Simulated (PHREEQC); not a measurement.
1 kg of water holding 0.094 mol NaCl and 0.11 mol Na2SO4 is evaporated at 25 °C; the solids stay in contact with the brine. The system is closed to CO2. Only these solids could form: Halite, Mirabilite, Thenardite.

The numbers come from PHREEQC with the Pitzer model, pitzer.dat.

```
water left (kg)  ionic strength  water activity  Thenardite (mol)  Mirabilite (mol)  Halite (mol)  Cl in solution (mol/kgw)  Na in solution (mol/kgw)
---------------  --------------  --------------  ----------------  ----------------  ------------  ------------------------  ------------------------
1                         0.424           0.992                 0                 0             0                    0.0940                     0.314
0.8219                    0.516           0.991                 0                 0             0                     0.114                     0.382
0.6755                    0.628           0.989                 0                 0             0                     0.139                     0.465
0.5552                    0.764           0.987                 0                 0             0                     0.169                     0.566
0.4563                    0.929           0.984                 0                 0             0                     0.206                     0.688
0.375                      1.13           0.981                 0                 0             0                     0.251                     0.837
0.2533                     1.67           0.972                 0                 0             0                     0.371                      1.24
0.2082                     2.04           0.966                 0                 0             0                     0.451                      1.51
0.1711                     2.48           0.959                 0                 0             0                     0.549                      1.83
0.1407                     3.01           0.950                 0                 0             0                     0.668                      2.23
0.1156                     3.67           0.940                 0                 0             0                     0.813                      2.72
0.09502                    4.46           0.926                 0                 0             0                     0.989                      3.30
0.07809                    5.43           0.908                 0                 0             0                      1.20                      4.02
0.06146                    6.16           0.889                 0            0.0151             0                      1.53                      4.62
0.04484                    6.52           0.868                 0            0.0439             0                      2.10                      5.04
0.03185                    7.30           0.830                 0            0.0638             0                      2.95                      5.85
0.02747                    7.88           0.805            0.0590            0.0102             0                      3.42                      6.40
0.02407                    7.70           0.793            0.0795                 0             0                      3.90                      6.44
0.01979                    7.56           0.769            0.0915                 0             0                      4.75                      6.63
0.01627                    7.62           0.743            0.0987                 0       0.00397                      5.53                      6.93
0.01337                    7.62           0.743             0.101                 0        0.0200                      5.53                      6.93
0.01099                    7.62           0.743             0.102                 0        0.0332                      5.53                      6.93
```

Mirabilite from water left = 0.06146 kg, last present at water left = 0.02747 kg; Thenardite from water left = 0.02747 kg; Halite from water left = 0.01627 kg.

Complexes and solids missing from the database can't appear.
